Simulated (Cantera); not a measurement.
# Transport properties of process gases

Gas mixture: 17.1 % CO₂, 82.9 % H₂, at 1.00 atm, frozen composition.

Cantera's kinetic-theory transport with the Lennard-Jones parameters of GRI-Mech 3.0, ideal gas; thermal conductivity in the multicomponent form.

| T (K) | ρ (kg/m³) | cp (J/kg/K) | μ (µPa s) | λ (mW/m/K) | Pr | D (cm²/s) CO₂ | D (cm²/s) CH₃ | D (cm²/s) H |
|---|---|---|---|---|---|---|---|---|
| 400 | 0.280 | 3406 | 17.5 | 159 | 0.375 | 1.09 | 0.784 | 2.98 |
| 500 | 0.224 | 3470 | 20.8 | 187 | 0.386 | 1.60 | 1.16 | 4.38 |
| 600 | 0.187 | 3517 | 23.8 | 212 | 0.395 | 2.18 | 1.58 | 5.98 |
| 700 | 0.160 | 3566 | 26.6 | 237 | 0.401 | 2.83 | 2.06 | 7.76 |
| 800 | 0.140 | 3625 | 29.2 | 262 | 0.405 | 3.54 | 2.58 | 9.72 |
| 900 | 0.125 | 3686 | 31.8 | 287 | 0.407 | 4.31 | 3.15 | 11.8 |
| 1000 | 0.112 | 3728 | 34.1 | 311 | 0.410 | 5.14 | 3.76 | 14.1 |
D: mixture-averaged diffusion coefficient of that species in the mixture.
